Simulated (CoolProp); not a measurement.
A simple Rankine cycle with c-C4F8 (RC318): condensing at 311.15 K, boiler at 1.76 MPa, turbine inlet 367.8 K, turbine efficiency 0.75, pump efficiency 0.6, no recuperator. Each further row changes one setting.

Computed with CoolProp (reference Helmholtz-energy equation of state, Platzer 1990). This equation is an older, rougher fit; its heat capacities, sound speeds and derivatives of the liquid may be far off and weren't checked against measurements.

| case | thermal efficiency (%) | net work (kJ/kg) | heat in (kJ/kg) | turbine exit temperature (K) | volume ratio over the turbine |
|---|---|---|---|---|---|
| as stated | 7.7 | 9.98 | 130 | 336.3 | 4.89 |
| turbine inlet 387.8 K | 7.5 | 11.5 | 153 | 360.2 | 4.41 |
| condensing temperature 303.15 K | 8.7 | 12.1 | 139 | 332.4 | 6.27 |
| boiler pressure 1.23 MPa | 6.0 | 8.38 | 139 | 348.7 | 2.92 |
| turbine efficiency 0.65 | 6.5 | 8.45 | 130 | 338.0 | 4.93 |
